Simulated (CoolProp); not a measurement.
R1234ze(Z) along the isobar 4.21 MPa: density (kg/m³) from the reference equation and from simpler models built on Tc = 423.3 K, pc = 3.531 MPa, ω = 0.327; each cubic takes its own stable root.

Values from CoolProp's reference Helmholtz-energy equation of state, Akasaka 2019.

```
T (K)          phase  reference  van der Waals  Redlich-Kwong  Soave-Redlich-Kwong  Peng-Robinson
-----  -------------  ---------  -------------  -------------  -------------------  -------------
317.3         liquid       1189          653.1          923.4                968.3           1094
326.1         liquid       1164          641.9          902.4                947.3           1071
334.8         liquid       1140          630.3          880.6                925.3           1046
343.6         liquid       1113          618.0          857.5                901.6           1019
352.4         liquid       1086          605.1          833.1                876.2          990.7
361.1         liquid       1057          591.5          807.5                849.2          959.9
369.9         liquid       1026          576.9          779.9                819.6          926.1
378.7         liquid      992.5          561.1          750.2                787.4          888.8
387.4         liquid      956.2          544.2          718.3                752.1          847.9
396.2         liquid      915.2          525.2          682.6                712.1          801.1
404.9         liquid      868.3          504.1          642.8                666.4          747.5
413.7         liquid      810.3          479.4          595.5                610.8          681.9
422.5         liquid      730.1          449.1          536.2                537.9          595.2
431.2  supercritical      561.7          409.0          450.7                420.0          454.0
440    supercritical      309.9          342.9          314.9                277.4          294.5
```
